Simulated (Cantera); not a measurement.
A perfectly stirred reactor is fed with 16.7 % H2, 83.3 % O2, equivalence ratio 0.10, at 1330 Pa; it is held at 1125 K, and followed from long to short residence time.

Detailed kinetics in Cantera: the H2/O2 subset of GRI-Mech 3.0, which has no nitrogen chemistry. Radical loss at walls, strong at low pressure, is not modelled. The temperature is held fixed by assumption; the heat of reaction is taken as removed at once.

One state of this run: x H2 = 0.00202; x O2 = 0.809; x H = 0.00268; x H2O2 = 3.84e-7; x OH = 0.00275; x HO2 = 8.27e-6. x: mole fraction; the columns are a selection and need not sum to one.

Question: Which value of τ (s) does it belong to?
A) 0.0072
B) 0.15
C) 0.055
D) 1.2

Answer: B, 0.15
